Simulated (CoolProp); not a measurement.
Properties of oxygen along the isotherm 174.8 K.

The numbers come from the reference Helmholtz-energy equation of state, Schmidt 1985 in CoolProp.

```tsv
p (bar)	phase	density (kg/m³)	speed of sound (m/s)	conductivity (mW/(m K))	fugacity coefficient
0.0798	gas	0.1758	252.1	16.0	0.9996
0.164	gas	0.3614	252.0	16.0	0.9993
0.336	gas	0.7409	252.0	16.0	0.9985
0.691	gas	1.526	251.8	16.0	0.9969
1.42	gas	3.147	___	___	0.9935
2.91	gas	6.494	___	16.2	0.9868
5.98	gas	13.54	248.8	16.4	0.9729
12.3	gas	28.75	245.3	___	___
25.2	gas	___	238.0	18.3	0.8878
```

Question: Complete the blanks.

Answer: 
- 1.42, speed of sound (m/s): 251.4
- 1.42, conductivity (mW/(m K)): 16.1
- 2.91, speed of sound (m/s): 250.5
- 12.3, conductivity (mW/(m K)): 17.0
- 12.3, fugacity coefficient: 0.9446
- 25.2, density (kg/m³): 63.31

Thermal conductivity comes from a separate model (Lemmon 2004).
